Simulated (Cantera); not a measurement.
A closed system holds: 1 mol AlCl₃, 2.1 mol N₂O, 12 mol H₂, held at 1.33 mbar.

Method: chemical equilibrium by Gibbs-energy minimisation in Cantera with the NASA 1993 tables (ideal gas, pure condensed phases). Candidate condensed phases: Al, AlCl₃, AlN, Al₂O₃, H₂O, NH₄Cl; 45 gas species. Kinetics and transport are ignored. All values below are at 1548 K.

Base state: H₂ 0.634, HCl 0.192, N₂ 0.135, H₂O 0.0384, H 0.000672, Cl 0.000162 (mole fractions); condensed: Al₂O₃(s).

Question: What changes in the equilibrium state with this change: N₂O from 2.1 to 0.57 mol?

Answer: 
```
species          before     after
-------------  --------  --------
H₂                0.634     0.776
HCl               0.192     0.140
N₂                0.135    0.0402
AlCl            1.21e-7    0.0264
AlCl₃           1.13e-7    0.0107
H₂O              0.0384   9.80e-6
AlCl₂           4.57e-8   0.00658
Cl             0.000162  0.000107
Al₂O₃(s), mol     0.500     0.190
```
The tables' values for AlCl₂ are old estimates; treat these amounts as uncertain.
